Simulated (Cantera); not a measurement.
Charge: 1 mol SiHCl₃, 15 mol NH₃, 11 mol N₂, held at 24.0 Pa.

Equilibrium computed with Cantera from the NASA thermochemical tables; the gas is ideal and each condensed phase is pure. Candidate condensed phases: NH₄Cl, Si, Si₃N₄; 28 gas species. Gases not in the tables: Si₂H₆ and higher silanes. Equilibrium is a limit: real reactors are often held back by kinetics, nucleation or transport.

Q: Which condensed phases are stable at each of these points (T (K)): 1498, 1523, 1548, 1573, 1598, 1623, 1648, 1673, 1698, 1723, 1748, 1773, 1798?

A: 
```csv
T (K),condensed phases,Si condensed (%)
1498,Si₃N₄(s),59.0
1523,Si₃N₄(s),50.7
1548,Si(s),44.5
1573,Si(s),43.5
1598,Si(s),42.3
1623,Si(s),40.6
1648,Si(s),38.1
1673,Si(s),34.5
1698,Si(l),29.8
1723,Si(l),24.2
1748,Si(l),15.8
1773,Si(l),3.3
1798,gas only,0.0
```

From 1498 K to 1523 K the condensed part is Si₃N₄(s). From 1548 K to 1673 K the condensed part is Si(s). From 1698 K to 1773 K the condensed part is Si(l). At 1798 K nothing is condensed.
